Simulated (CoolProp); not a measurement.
Vapour-liquid equilibrium of CHF3 (R23) (1) + R22 (2) at 190 kPa; x and y are mole fractions of (1).

Computed with CoolProp (multi-fluid Helmholtz-energy mixture model, Penoncello 2003 and Kamei 1995; pair parameters Bell 2016).

Q: Give the bubble temperature and the first vapour's composition at x = 0.2, 0.65, 0.95. Is there an azeotrope?

A: x = 0.2: 226.4 K, y = 0.661; x = 0.65: 209.3 K, y = 0.930; x = 0.95: 203.6 K, y = 0.991. No azeotrope shows between x = 0.05 and 0.95.

Pair parameters are fitted to limited data, so mixtures are less certain than the pure fluids.
